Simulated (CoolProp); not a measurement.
Octamethylcyclotetrasiloxane (D4) along the isotherm 219.25 °C: density (kg/m³) from the reference equation and from simpler models built on Tc = 313.4 °C, pc = 1.347 MPa, ω = 0.598; each cubic takes its own stable root.

Model: reference Helmholtz-energy equation of state, Thol 2015, in CoolProp.

```
p (MPa)   phase  reference
-------  ------  ---------
0.00639     gas     0.4645
0.0108      gas     0.7867
0.0182      gas      1.331
0.0307      gas      2.260
0.0518      gas      3.855
0.0875      gas      6.643
0.148       gas      11.65
0.249       gas      21.05
0.42     liquid      700.7
0.71     liquid      703.5
1.2      liquid      707.8
2.02     liquid      714.5
```

Q: How far does each simpler model (van der Waals, Redlich-Kwong, Soave-Redlich-Kwong, Peng-Robinson) lie from the reference over these 12 states: mean and median of the absolute difference, and the worst?

A: 
- van der Waals: mean 19.1 %, median 2.3 %, worst -94.8 % at 219.25 °C and 0.42 MPa
- Redlich-Kwong: mean 12.9 %, median 1.3 %, worst -94.5 % at 219.25 °C and 0.42 MPa
- Soave-Redlich-Kwong: mean 3.5 %, median 0.3 %, worst -10.8 % at 219.25 °C and 0.42 MPa
- Peng-Robinson: mean 0.6 %, median 0.1 %, worst +2.7 % at 219.25 °C and 2.02 MPa

At some of these states van der Waals, Redlich-Kwong gives the other phase, because its saturation line lies elsewhere.
